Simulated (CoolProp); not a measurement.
Saturation properties of oxygen.

Values from CoolProp's reference Helmholtz-energy equation of state, Schmidt 1985.

```json
[
 {"T (°C)": "-166.25", "p (MPa)": "0.4361", "liquid cp (kJ/(kg K))": "1.781", "liquid viscosity (µPa s)": "130"},
 {"T (°C)": "-161.65", "p (MPa)": "0.6018", "liquid cp (kJ/(kg K))": "1.821", "liquid viscosity (µPa s)": "118"},
 {"T (°C)": "-157.15", "p (MPa)": "0.8043", "liquid cp (kJ/(kg K))": "1.871", "liquid viscosity (µPa s)": "106"},
 {"T (°C)": "-152.65", "p (MPa)": "1.052", "liquid cp (kJ/(kg K))": "1.935", "liquid viscosity (µPa s)": "96.3"},
 {"T (°C)": "-148.15", "p (MPa)": "1.351", "liquid cp (kJ/(kg K))": "2.021", "liquid viscosity (µPa s)": "87.1"},
 {"T (°C)": "-143.65", "p (MPa)": "1.706", "liquid cp (kJ/(kg K))": "2.138", "liquid viscosity (µPa s)": "78.5"},
 {"T (°C)": "-139.05", "p (MPa)": "2.133", "liquid cp (kJ/(kg K))": "2.311", "liquid viscosity (µPa s)": "70.2"},
 {"T (°C)": "-134.55", "p (MPa)": "2.621", "liquid cp (kJ/(kg K))": "2.576", "liquid viscosity (µPa s)": "62.6"},
 {"T (°C)": "-130.05", "p (MPa)": "3.185", "liquid cp (kJ/(kg K))": "3.043", "liquid viscosity (µPa s)": "55.1"}
]
```

It boils at -183.0 °C under 1 atm.

Viscosity comes from a separate model (Lemmon 2004).
